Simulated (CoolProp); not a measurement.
2000 sccm (0 °C, 1 atm) of nitrogen bubbles through liquid water at 333 K and leaves saturated at a total pressure of 0.15 MPa (ideal gas phase). Each further row changes one setting.

Model: reference Helmholtz-energy equation of state, Wagner 2002, in CoolProp.

```tsv
case	vapour pressure (kPa)	mole fraction of vapour	delivery (mg/min)	delivery (sccm)	change of delivery for a bath 1 K warmer (%)
as stated	19.8	0.132	245	304	5.5
bath temperature 338 K	24.9	0.166	320	398	5.5
total pressure 0.3 MPa	19.8	0.0660	114	141	5.1
```
